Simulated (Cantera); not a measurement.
Charge: 1 mol Al, 5.9 mol HCl, equilibrated at 100000 Pa.

Equilibrium computed with Cantera from the NASA thermochemical tables; the gas is ideal and each condensed phase is pure. Candidate condensed phases: Al, AlCl3; 12 gas species. Rates play no part. All values below are at 798 K.

Base state: HCl 0.559, H2 0.289, AlCl3 0.109, Al2Cl6 0.0418 (mole fractions); condensed: gas only.

**Question.** What changes in the equilibrium state with this change: pressure from 100000 Pa to 3400 Pa?

**Answer.** 
| species | before | after |
|---|---|---|
| HCl | 0.559 | 0.539 |
| H2 | 0.289 | 0.279 |
| AlCl3 | 0.109 | 0.178 |
| Al2Cl6 | 0.0418 | 0.00378 |
